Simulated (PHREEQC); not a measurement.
Dissolve 0.018 mol/kgw NH3 and 0.00023 mol/kgw NaAlO2 at 25 °C. Closed to the air; pH follows from the charge balance.

Equilibrium calculation in PHREEQC: ion-association model, wateq4f.dat.

```
Item                         Value
----------------  ----------------
pH                           10.74
ionic strength    0.000801 mol/kgw
total alkalinity       18.9 meq/kg
```

```json
[
 {"species": "NH3", "molality": "0.0174", "activity": "0.0174", "log γ": "0.000"},
 {"species": "OH-", "molality": "0.000571", "activity": "0.000553", "log γ": "-0.014"},
 {"species": "NH4+", "molality": "0.000571", "activity": "0.000553", "log γ": "-0.014"},
 {"species": "Al(OH)4-", "molality": "0.000230", "activity": "0.000223", "log γ": "-0.014"},
 {"species": "Na+", "molality": "0.000230", "activity": "0.000223", "log γ": "-0.014"},
 {"species": "Al(OH)3", "molality": "2.14e-9", "activity": "2.14e-9", "log γ": "0.000"}
]
```

Precipitation was switched off in this run. The solution is supersaturated, for example in Gibbsite (slow to form), so a real one may precipitate; this is no full list.
